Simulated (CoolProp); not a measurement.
Saturation properties of CHF3 (R23) (Tc = 26.1 °C, pc = 4.832 MPa, ω = 0.263).

Computed with CoolProp (reference Helmholtz-energy equation of state, Penoncello 2003).

```tsv
T (°C)	p (MPa)	liquid density (kg/m³)	surface tension (mN/m)	liquid viscosity (µPa s)	liquid conductivity (mW/(m K))
-83.65	0.09211	1452	17.2	313	136
-69.15	0.2021	1395	14.4	250	124
-54.65	0.3945	1335	11.8	203	114
-40.25	0.7000	1271	9.20	167	104
-25.75	1.161	1198	6.72	137	95.4
-11.25	1.818	1114	4.39	111	86.2
3.25	2.722	1009	2.29	87.3	76.2
17.65	3.928	854.4	0.597	62.7	63.2
```

It boils at -82.0 °C under 1 atm.

Viscosity comes from a separate model (Shan 2000). Thermal conductivity comes from a separate model (Shan 2000). Surface tension comes from a separate correlation (Mulero 2012).
